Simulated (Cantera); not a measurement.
## Equilibrium for metals in furnace atmospheres: Cu + CO

Charge: 1 mol Cu, a varied amount of CO, at 1.33 mbar.

Cantera equilibrium calculation (NASA polynomials, part measured and part estimated; ideal gas, pure solids and liquids). Candidate condensed phases: C, Cu, CuO, Cu2O; 15 gas species. Rates play no part.

Map the stable condensed phases over T = 427, 527, 627, 727, 827, 927, 1027, 1127, 1227, 1327, 1427, 1527, 1627 °C and n(CO) in mol = 0.92, 1.1, 1.4, 1.8, 2.2, 2.8, 3.5, 4.3, 5.4, 6.7, 8.4, 10, 13.


```
T in °C \ n(CO) in mol
         0.92  1.1  1.4  1.8  2.2  2.8  3.5  4.3  5.4  6.7  8.4   10   13
   1627     A    A    A    A    A    A    A    A    A    A    A    A    A
   1527     B    B    B    A    A    A    A    A    A    A    A    A    A
   1427     B    B    B    B    B    B    B    B    B    B    A    A    A
   1327     B    B    B    B    B    B    B    B    B    B    B    B    B
   1227     B    B    B    B    B    B    B    B    B    B    B    B    B
   1127     B    B    B    B    B    B    B    B    B    B    B    B    B
   1027     B    B    B    B    B    B    B    B    B    B    B    B    B
    927     B    B    B    B    B    B    B    B    B    B    B    B    B
    827     C    C    C    C    C    C    C    C    C    C    C    C    C
    727     C    C    C    C    C    C    C    C    C    C    C    C    C
    627     C    C    C    C    C    C    C    C    C    C    C    C    C
    527     C    C    C    C    C    C    C    C    C    C    C    C    C
    427     C    C    C    C    C    C    C    C    C    C    C    C    C
```
A: gas only; B: Cu; C: C + Cu.
